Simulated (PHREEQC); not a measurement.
Synthetic water in mg/L, 26 °C, pH 3.48, pe 9.1:

| constituent | mg/L |
|---|---|
| Na | 795 |
| K | 31.7 |
| Ca | 88.7 |
| Mg | 295 |
| Cl | 618 |
| S(6) as SO4 | 2200 |
| Cu(2) | 9.56 |
| Br | 5.94 |
| Zn | 24.6 |
| N(5) as NO3 | 0.701 |

Valence states are taken as typed.

Computed with PHREEQC (ion-association model, phreeqc.dat).

```json
{
  "ionic_strength": "0.0769 mol/kgw",
  "specific_conductance": "5430 µS/cm",
  "density": "1.000 g/cm³",
  "total_alkalinity": "-0.663 meq/kg",
  "charge_balance_error": "2.4 %"
}
```

```json
[
 {"species": "Na+", "molality": "0.0336", "activity": "0.0269", "log γ": "-0.097"},
 {"species": "Cl-", "molality": "0.0175", "activity": "0.0137", "log γ": "-0.105"},
 {"species": "SO4-2", "molality": "0.0158", "activity": "0.00641", "log γ": "-0.392"},
 {"species": "Mg+2", "molality": "0.00735", "activity": "0.00319", "log γ": "-0.362"},
 {"species": "MgSO4", "molality": "0.00484", "activity": "0.00492", "log γ": "0.008"},
 {"species": "Ca+2", "molality": "0.00151", "activity": "0.000633", "log γ": "-0.377"},
 {"species": "NaSO4-", "molality": "0.00108", "activity": "0.000870", "log γ": "-0.095"},
 {"species": "K+", "molality": "0.000779", "activity": "0.000610", "log γ": "-0.106"},
 {"species": "CaSO4", "molality": "0.000714", "activity": "0.000727", "log γ": "0.008"}
]
```

This is a speciation only: nothing precipitates in the calculation. Species that the database lacks are ignored.
